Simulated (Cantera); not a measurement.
Input (Python, Cantera) and output of one run.

```python
import numpy as np
import cantera as ct

gas_names = [...]  # 109 gases of nasa_gas.yaml made of C, Cl, H, Si
cond_names = """
    C(gr) C6H6(L) C7H8(L) C8H18(L),n-octa Si(cr) Si(L) SiC(b)
""".split()


# ... load() reads the species with a 1 bar reference pressure and builds the phases ...
atoms = {
    'CH3Cl': {'C': 1, 'H': 3, 'CL': 1},
    'Si': {'Si': 1},
}
top_T = {'C(gr)': 4500, 'SiC(b)': 3050}  # K; cautious upper limits of use, not melting points


# ... equilibrate(T, P, feed) seeds the gas with the atoms and calls Mixture.equilibrate('TP', solver="vcs", rtol=1e-11, max_steps=5000) ...
results = []
feed = {'CH3Cl': 1, 'Si': 0.011}  # mol
T = 1875  # K
P = 13332.2  # Pa
mix = equilibrate(T, P, feed)
results.append((T, P, feed, dict(zip(mix.species_names, mix.species_moles))))
x = sorted(zip(gas.X, gas.species_names), reverse=True)
print(f"T = {T:g} K  P = {P:g} Pa  gas = {mix.phase_moles(0):.4g} mol")
print("   x: " + "  ".join(f"{s} {v:.3e}" for v, s in x if v > 1e-06))
print("   condensed (mol): " + ("  ".join(f"{mix.phase(i).name} {mix.phase_moles(i):.4g}"
      for i in range(1, mix.n_phases) if mix.phase_moles(i) > 1e-12) or "none"))
```

It prints:

```
T = 1875 K  P = 13332.2 Pa  gas = 2.002 mol
   x: H2 5.050e-01  HCL 4.871e-01  SiCL2 4.956e-03  H 1.276e-03  CL 9.318e-04  SiCL3 4.566e-04  C2H2,acetylene 1.600e-04  SiCL4 5.925e-05  CH4 2.060e-05  SiHCL3 1.839e-05  SiCL 3.625e-06  SiH2CL2 1.061e-06  CH3 1.046e-06
   condensed (mol): C(gr) 0.9993
```

These are equilibrium values from Cantera (NASA tables, ideal gas, pure condensed phases), not measurements of a reactor. The tables' values for SiCl3 are old estimates; treat these amounts as uncertain.
